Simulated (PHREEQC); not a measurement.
1 kg of water holding 0.031 mol KHCO3, 0.014 mol KCl and 0.035 mol K2CO3 is evaporated at 15 °C; the solids stay in contact with the brine. No CO2 enters from the air. Solids allowed: Kalicinite, Sylvite. Others were left out.

All values are PHREEQC results (Pitzer model, pitzer.dat), not measurements.

| water left (kg) | ionic strength | water activity | Cl in solution (mol/kgw) | C in solution (mol/kgw) | K in solution (mol/kgw) | pH |
|---|---|---|---|---|---|---|
| 1 | 0.150 | 0.997 | 0.0140 | 0.0660 | 0.115 | 10.13 |
| 0.8219 | 0.182 | 0.996 | 0.0170 | 0.0803 | 0.140 | 10.10 |
| 0.6755 | 0.222 | 0.995 | 0.0207 | 0.0977 | 0.170 | 10.08 |
| 0.5552 | 0.270 | 0.995 | 0.0252 | 0.119 | 0.207 | 10.06 |
| 0.4563 | 0.329 | 0.993 | 0.0307 | 0.145 | 0.252 | 10.03 |
| 0.375 | 0.400 | 0.992 | 0.0373 | 0.176 | 0.307 | 10.01 |
| 0.3082 | 0.487 | 0.990 | 0.0454 | 0.214 | 0.373 | 9.98 |
| 0.2533 | 0.592 | 0.988 | 0.0553 | 0.261 | 0.454 | 9.96 |
| 0.2082 | 0.720 | 0.986 | 0.0672 | 0.317 | 0.552 | 9.94 |
| 0.1711 | 0.876 | 0.983 | 0.0818 | 0.386 | 0.672 | 9.91 |
| 0.1407 | 1.07 | 0.980 | 0.0995 | 0.469 | 0.818 | 9.89 |
| 0.1156 | 1.30 | 0.975 | 0.121 | 0.571 | 0.995 | 9.86 |
| 0.09502 | 1.58 | 0.970 | 0.147 | 0.695 | 1.21 | 9.84 |
| 0.07809 | 1.92 | 0.964 | 0.179 | 0.845 | 1.47 | 9.82 |
| 0.06418 | 2.34 | 0.956 | 0.218 | 1.03 | 1.79 | 9.81 |
| 0.05276 | 2.84 | 0.947 | 0.265 | 1.25 | 2.18 | 9.80 |
| 0.04335 | 3.46 | 0.936 | 0.323 | 1.52 | 2.65 | 9.79 |
| 0.03564 | 4.21 | 0.922 | 0.393 | 1.85 | 3.23 | 9.80 |
| 0.0293 | 5.12 | 0.904 | 0.478 | 2.25 | 3.92 | 9.82 |
| 0.02407 | 6.23 | 0.882 | 0.582 | 2.74 | 4.78 | 9.87 |
| 0.01979 | 7.58 | 0.855 | 0.708 | 3.34 | 5.81 | 9.93 |
| 0.01627 | 9.22 | 0.821 | 0.860 | 4.06 | 7.07 | 10.04 |
| 0.01337 | 11.2 | 0.780 | 1.05 | 4.94 | 8.60 | 10.19 |
| 0.01099 | 13.6 | 0.731 | 1.27 | 6.00 | 10.5 | 10.40 |
